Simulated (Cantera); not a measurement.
# Thermodynamics of chlorosilane synthesis and conversion, feed SiCl4 + Cl2 + H2

Feed: 1 mol SiCl4, 1.1 mol Cl2, 5.1 mol H2, at 1800000 Pa.

Method: chemical equilibrium by Gibbs-energy minimisation in Cantera with the NASA 1993 tables (ideal gas, pure condensed phases). Candidate condensed phases: Si; 19 gas species. The tables' values for SiCl3 are old estimates; treat these amounts as uncertain. Kinetics and transport are ignored.

```json
[
 {"T (°C)": "325", "x H2": "0.556", "x HCl": "0.306", "x SiCl4": "0.139", "x SiHCl3": "6.62e-6", "x SiCl3": "6.18e-12"},
 {"T (°C)": "400", "x H2": "0.556", "x HCl": "0.306", "x SiCl4": "0.139", "x SiHCl3": "3.19e-5", "x SiCl3": "3.31e-10"},
 {"T (°C)": "475", "x H2": "0.555", "x HCl": "0.306", "x SiCl4": "0.139", "x SiHCl3": "0.000111", "x SiCl3": "7.90e-9"},
 {"T (°C)": "550", "x H2": "0.555", "x HCl": "0.306", "x SiCl4": "0.139", "x SiHCl3": "0.000304", "x SiCl3": "1.04e-7"},
 {"T (°C)": "625", "x H2": "0.555", "x HCl": "0.306", "x SiCl4": "0.138", "x SiHCl3": "0.000697", "x SiCl3": "8.88e-7"},
 {"T (°C)": "700", "x H2": "0.554", "x HCl": "0.307", "x SiCl4": "0.137", "x SiHCl3": "0.00139", "x SiCl3": "5.38e-6"},
 {"T (°C)": "775", "x H2": "0.553", "x HCl": "0.308", "x SiCl4": "0.136", "x SiHCl3": "0.00250", "x SiCl3": "2.49e-5"},
 {"T (°C)": "850", "x H2": "0.551", "x HCl": "0.310", "x SiCl4": "0.135", "x SiHCl3": "0.00411", "x SiCl3": "9.26e-5"},
 {"T (°C)": "925", "x H2": "0.549", "x HCl": "0.312", "x SiCl4": "0.132", "x SiHCl3": "0.00626", "x SiCl3": "0.000288"},
 {"T (°C)": "1000", "x H2": "0.546", "x HCl": "0.315", "x SiCl4": "0.129", "x SiHCl3": "0.00892", "x SiCl3": "0.000771"},
 {"T (°C)": "1075", "x H2": "0.542", "x HCl": "0.320", "x SiCl4": "0.125", "x SiHCl3": "0.0120", "x SiCl3": "0.00181"},
 {"T (°C)": "1150", "x H2": "0.536", "x HCl": "0.325", "x SiCl4": "0.119", "x SiHCl3": "0.0152", "x SiCl3": "0.00379"}
]
```
x: gas mole fraction; nothing condenses.

From 325 °C to 1150 °C nothing is condensed. The main Si-bearing gas is SiCl4 throughout.
